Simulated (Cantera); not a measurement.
Charge: 1 mol SiH2Cl2, 3.6 mol NH3, held at 0.173 Torr.

Cantera equilibrium calculation (NASA polynomials, part measured and part estimated; ideal gas, pure solids and liquids). Candidate condensed phases: NH4Cl, Si, Si3N4; 28 gas species. Gases not in the tables: Si2H6 and higher silanes. Kinetics and transport are ignored.

**Question.** Which condensed phases are stable at each of these points (T (°C)): 502, 577, 652, 727, 802, 877, 952, 1027, 1102, 1177, 1252, 1327, 1402, 1477?

**Answer.** 
```tsv
T (°C)	condensed phases	Si condensed (%)
502	Si3N4(s)	98.7
577	Si3N4(s)	99.1
652	Si3N4(s)	99.4
727	Si3N4(s)	99.5
802	Si3N4(s)	99.5
877	Si3N4(s)	99.1
952	Si3N4(s)	96.9
1027	Si3N4(s)	89.8
1102	Si3N4(s)	75.6
1177	Si3N4(s)	57.7
1252	Si(s)	48.2
1327	Si(s)	47.0
1402	Si(s)	44.7
1477	Si(l)	41.1
```

From 502 °C to 1177 °C the condensed part is Si3N4(s). From 1252 °C to 1402 °C the condensed part is Si(s). At 1477 °C the condensed part is Si(l).
